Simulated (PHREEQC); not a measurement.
Solution (20 °C): 0.000192 mol/kgw CsOH. Closed to the air; pH follows from the charge balance.

All values are PHREEQC results (ion-association model, wateq4f.dat), not measurements.

Precipitation was switched off in this run.

Task: Estimate the pH.

Result: pH 10.45.
